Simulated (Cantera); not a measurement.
# Thermodynamics of fluorocarbon and chlorocarbon gases, feed CH3Cl + F2 + H2

A closed system holds: 1 mol CH3Cl, 0.78 mol F2, 6.6 mol H2, at 1.00 Torr.

Method: chemical equilibrium by Gibbs-energy minimisation in Cantera with the NASA 1993 tables (ideal gas, pure condensed phases). Candidate condensed phases: C, C6H6, C7H8, C8H18; 118 gas species. Kinetics and transport are ignored.

From 1202 °C to 2302 °C the condensed part is C(graphite). The main C-bearing gas is C2H2 (acetylene) throughout.

```csv
T (°C),log p H2,log p H,log p HF,log p HCl,log p Cl,log p C2H2 (acetylene),n C(graphite)
1202,-3.01,-6.39,-3.65,-3.85,-7.32,-8.19,1.000
1302,-3.01,-5.89,-3.65,-3.85,-6.82,-7.69,1.000
1402,-3.01,-5.44,-3.65,-3.85,-6.38,-7.25,0.999
1502,-3.02,-5.05,-3.66,-3.85,-6.00,-6.86,0.998
1602,-3.02,-4.69,-3.66,-3.86,-5.65,-6.52,0.996
1702,-3.03,-4.38,-3.66,-3.87,-5.34,-6.22,0.991
1802,-3.05,-4.10,-3.67,-3.89,-5.07,-5.95,0.984
1902,-3.07,-3.85,-3.68,-3.92,-4.84,-5.72,0.971
2002,-3.12,-3.63,-3.70,-3.98,-4.63,-5.53,0.953
2102,-3.18,-3.44,-3.72,-4.06,-4.47,-5.39,0.928
2202,-3.28,-3.29,-3.76,-4.18,-4.34,-5.29,0.891
2302,-3.42,-3.17,-3.80,-4.34,-4.25,-5.25,0.819
```
log p: log10 of the partial pressure in bar; n: condensed amount in mol.
